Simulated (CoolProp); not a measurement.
Vapour-liquid equilibrium of carbon dioxide (1) + R125 (2) at 16.8 bar; x and y are mole fractions of (1).

Model: multi-fluid Helmholtz-energy mixture model, Span 1996 and Lemmon 2005; pair parameters Bell 2016, in CoolProp.

Problem. Give the bubble temperature and the first vapour's composition at x = 0.05, 0.15, 0.45. Is there an azeotrope?

Solution. x = 0.05: 300.1 K, y = 0.139; x = 0.15: 289.2 K, y = 0.378; x = 0.45: 267.0 K, y = 0.757. No azeotrope shows between x = 0.05 and 0.95.

The pair parameters rest on a limited set of measurements; away from them the model extrapolates. The gap from Raoult's law changes sign with composition, which may be real or a fault of the pair parameters; it wasn't checked against measurements.
